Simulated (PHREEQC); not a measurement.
Solution A (0.076 mol/kgw H2SO4, 0.0018 mol/kgw FeCl3 and 0.00012 mol/kgw KCl) is mixed with solution B (0.0043 mol HBr, 0.00066 mol NiCl2 and 0.00022 mol KCl per kg of water) at 25 °C; shares are by mass of water, 1 kg in all. Oxygen is held at 0.21 atm. The system is closed to CO2. The run lets Fe(OH)3(a), Ni(OH)2, Ni4(OH)6SO4, Jarosite-K, Morenosite precipitate or redissolve, and no other solid.

Computed with PHREEQC (ion-association model, wateq4f.dat).

| share of solution B | pH | Ni+2 (mol/kgw) | HSO4- (mol/kgw) | FeSO4+ (mol/kgw) | FeHSO4+2 (mol/kgw) |
|---|---|---|---|---|---|
| 0 | 1.11 | 0 | 0.0576 | 0.00109 | 0.000485 |
| 0.1 | 1.15 | [?] | 0.0511 | 0.00101 | 0.000405 |
| 0.2 | 1.19 | 9.38e-5 | 0.0446 | 0.000924 | 0.000331 |
| 0.3 | [?] | 0.000141 | [?] | 0.000835 | 0.000262 |
| 0.4 | 1.29 | 0.000188 | [?] | 0.000739 | 0.000200 |
| 0.5 | 1.36 | [?] | 0.0257 | 0.000637 | 0.000145 |
| 0.6 | 1.43 | 0.000286 | 0.0196 | 0.000528 | 9.72e-5 |
| 0.7 | 1.53 | 0.000339 | 0.0138 | 0.000410 | 5.81e-5 |
| 0.8 | 1.65 | [?] | [?] | 0.000283 | 2.81e-5 |
| 0.9 | 1.86 | 0.000474 | 0.00344 | 0.000145 | 8.26e-6 |
| 1 | 2.40 | 0.000652 | 0 | 0 | 0 |

Q: Some entries are withheld; supply them.

A: 
- 0.1, Ni+2 (mol/kgw): 4.69e-5
- 0.3, pH: 1.24
- 0.3, HSO4- (mol/kgw): 0.0382
- 0.4, HSO4- (mol/kgw): 0.0319
- 0.5, Ni+2 (mol/kgw): 0.000236
- 0.8, Ni+2 (mol/kgw): 0.000397
- 0.8, HSO4- (mol/kgw): 0.00835
